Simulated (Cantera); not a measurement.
What does this Cantera script print?

```python
import numpy as np
import cantera as ct

gas_names = [...]  # 109 gases of nasa_gas.yaml made of C, Cl, H, Si
cond_names = """
    C(gr) C6H6(L) C7H8(L) C8H18(L),n-octa Si(cr) Si(L) SiC(b)
""".split()


# ... load() reads the species with a 1 bar reference pressure and builds the phases ...
atoms = {
    '(CH3)2SiCl2': {'C': 2, 'H': 6, 'Si': 1, 'CL': 2},
    'C2H2': {'C': 2, 'H': 2},
    'H2': {'H': 2},
}
top_T = {'C(gr)': 4500, 'SiC(b)': 3050}  # K; cautious upper limits of use, not melting points


# ... equilibrate(T, P, feed) seeds the gas with the atoms and calls Mixture.equilibrate('TP', solver="vcs", rtol=1e-11, max_steps=5000) ...
results = []
feed = {'(CH3)2SiCl2': 1, 'C2H2': 1.2, 'H2': 2.7}  # mol
P = 10000  # Pa
for T in [1825, 1875, 1925, 1975, 2025, 2075, 2125, 2175, 2225, 2275, 2325, 2375, 2425]:
    mix = equilibrate(T, P, feed)
    results.append((T, P, feed, dict(zip(mix.species_names, mix.species_moles))))

top = {s: max(r[3][s] / sum(r[3][g] for g in gas_names) for r in results) for s in gas_names}
cols = sorted((s for s in top if top[s] > 1e-06), key=lambda s: -top[s])[:6]
seen = [c for c in cond_names if any(r[3].get(c, 0) > 1e-12 for r in results)]
print("log10 of partial pressures in bar; condensed amounts in mol")
print(f"{'T/K':>10s}" + "".join(f"{s[:9]:>10s}" for s in cols + seen))
for T, P, feed, n in results:
    ng = sum(n[g] for g in gas_names)
    print(f"{T:10.4g}" + "".join(f"{np.log10(max(n[s] / ng * P / 1e5, 1e-99)):10.3f}" for s in cols)
          + "".join(f"{n.get(c, 0):10.4g}" for c in seen))
```

Result:

```
log10 of partial pressures in bar; condensed amounts in mol
       T/K        H2       HCL         H     SiCL2        CL C2H2,acet     C(gr)    SiC(b)
      1825    -1.124    -1.621    -3.918    -3.211    -4.533    -4.792     3.448    0.9492
      1875    -1.123    -1.624    -3.745    -3.153    -4.366    -4.623     3.454    0.9424
      1925    -1.123    -1.628    -3.581    -3.100    -4.209    -4.463     3.459    0.9351
      1975    -1.124    -1.632    -3.426    -3.050    -4.061    -4.311     3.465    0.9273
      2025    -1.124    -1.637    -3.278    -3.005    -3.920    -4.167      3.47    0.9191
      2075    -1.124    -1.642    -3.137    -2.963    -3.786    -4.031     3.475    0.9103
      2125    -1.125    -1.648    -3.003    -2.924    -3.660    -3.901     3.479    0.9008
      2175    -1.127    -1.655    -2.875    -2.889    -3.539    -3.778     3.482    0.8902
      2225    -1.129    -1.662    -2.753    -2.857    -3.425    -3.661     3.486    0.8779
      2275    -1.132    -1.670    -2.637    -2.829    -3.317    -3.551     3.489    0.8627
      2325    -1.135    -1.680    -2.526    -2.804    -3.214    -3.446     3.493    0.8427
      2375    -1.140    -1.691    -2.421    -2.782    -3.117    -3.347       3.5    0.8147
      2425    -1.147    -1.704    -2.321    -2.765    -3.026    -3.255     3.511    0.7731
```

Method: chemical equilibrium by Gibbs-energy minimisation in Cantera with the NASA 1993 tables (ideal gas, pure condensed phases). The feed counts by its element totals alone. The tables' values for SiCl, SiCl3 are old estimates; treat these amounts as uncertain. Gases not in the tables: Si2H6 and higher silanes.
